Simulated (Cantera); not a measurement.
An isothermal, constant-pressure homogeneous reactor starts with 1.16 % C2H6, 98.8 % H2, at 1650 K and 0.510 Torr.

Detailed kinetics in Cantera: GRI-Mech 3.0 (53 species, 325 reactions). GRI-Mech 3.0 stops at C3 and has no aromatics, soot or wall deposition, so with more carbon than oxygen in the feed, carbon stays in small species such as C2H2 where larger ones or solid carbon would form. Radical loss at walls, strong at low pressure, is not modelled.

### Question
Predict: x(H2) at 200 s; x(C2H4) at 200 s; x(H) at 200 s; x(CH2) at 200 s; x(CH3) at 200 s; x(C2H2) at 200 s.

### Answer
x(H2) at 200 s: 0.985 (gas-phase equilibrium 0.985)
x(C2H4) at 200 s: 6.31e-7 (gas-phase equilibrium 5.48e-7)
x(H) at 200 s: 0.00293 (gas-phase equilibrium 0.00348)
x(CH2) at 200 s: 8.76e-8 (gas-phase equilibrium 3.44e-9)
x(CH3) at 200 s: 3.03e-5 (gas-phase equilibrium 9.91e-7)
x(C2H2) at 200 s: 0.0111 (gas-phase equilibrium 0.0113)
